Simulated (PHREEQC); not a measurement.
Make-up at 25 °C: 0.12 mol/kgw CdCl2 and 0.0018 mol/kgw KCl. Closed to the air; pH follows from the charge balance.

Model: ion-association model, wateq4f.dat, run in PHREEQC.

This is a speciation only: nothing precipitates in the calculation.

Question: What pH, ionic strength does the model give?

Answer: pH 5.35; ionic strength 0.141 mol/kgw.

Question: In which forms is Cl present?

Answer: Cl- 49 %, CdCl+ 32 %, CdCl2 17 %, CdCl3- 1.9 % of the Cl.
